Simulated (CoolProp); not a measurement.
Values from CoolProp's reference Helmholtz-energy equation of state, Zhou 2016.

Question: For R245ca, give the phase and the cv (kJ/(kg K)), Joule-Thomson coefficient (K/MPa), isothermal compressibility (1/MPa), fugacity coefficient at 229.6 K and 101 kPa.

Answer: 
- 229.6 K and 101 kPa: liquid; cv 0.940, Joule-Thomson coefficient -0.325, isothermal compressibility 0.000850, fugacity coefficient 0.0249
